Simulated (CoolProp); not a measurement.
Vapour-liquid equilibrium of m-xylene (1) + o-xylene (2) at 0.15 MPa; x and y are mole fractions of (1).

The numbers come from the multi-fluid Helmholtz-energy mixture model, Zhou 2012 and Zhou 2012; pair parameters Bell 2016 in CoolProp.

```
x     bubble temperature (°C)  y at the bubble point  dew temperature at overall composition x (°C)  liquid density (mol/L)
----  -----------------------  ---------------------  ---------------------------------------------  ----------------------
0.05                    159.6                  0.056                                          159.6                   7.097
0.2                     158.7                  0.221                                          158.8                   7.077
0.35                    157.9                  0.380                                          158.0                   7.057
0.5                     157.0                  0.533                                          157.2                   7.037
0.65                    156.1                  0.679                                          156.3                   7.016
0.8                     155.3                  0.820                                          155.4                   6.996
0.95                    154.6                  0.955                                          154.6                   6.976
```

No azeotrope shows between x = 0.05 and 0.95.

The pair parameters rest on a limited set of measurements; away from them the model extrapolates.
